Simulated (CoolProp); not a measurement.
Values from CoolProp's reference Helmholtz-energy equation of state, Tillner-Roth 1997.

Q: Give the vapour pressure (MPa), liquid density (kg/m³), enthalpy of vaporisation (kJ/kg), liquid cp (kJ/(kg K)) of saturated CH2F2 (R32) at 259.7 K.

A: 
```
T (K)  p (MPa)  liquid density (kg/m³)  enthalpy of vaporisation (kJ/kg)  liquid cp (kJ/(kg K))
-----  -------  ----------------------  --------------------------------  ---------------------
259.7    0.516                    1100                               335                   1.68
```
